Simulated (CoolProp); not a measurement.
Values from CoolProp's reference Helmholtz-energy equation of state, Schroeder 2014.

### Question
For ethanol, give the phase and the cp (kJ/(kg K)), viscosity (µPa s) at 500 K and 1.75 MPa; 324.3 K and 0.0116 MPa; 576.3 K and 0.613 MPa.

### Answer
- 500 K and 1.75 MPa: gas; cp 2.51, viscosity 15.0
- 324.3 K and 0.0116 MPa: gas; cp 1.52, viscosity 9.58
- 576.3 K and 0.613 MPa: gas; cp 2.35, viscosity 17.0

Viscosity comes from a separate model (Kiselev 2005).
